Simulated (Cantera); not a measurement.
# Thermodynamics of nitride etching, feed BN + F2 + N2

Charge: 1 mol BN, 2.2 mol F2, 0.58 mol N2, at 1923 K and 0.0285 Torr.

Method: chemical equilibrium by Gibbs-energy minimisation in Cantera with the NASA 1993 tables (ideal gas, pure condensed phases). Candidate condensed phases: B, BN; 13 gas species. The tables' values for BF2 are old estimates; treat these amounts as uncertain. Kinetics and transport are ignored.

The x(F) is 0.402 and the x(N2) comes out as 0.310. The x(BF3) is 0.287. The x(BF2) is 3.06e-5. The gas amount comes out as 3.480 mol. The log10 activity of B(s) (absent) comes out as -14.88.
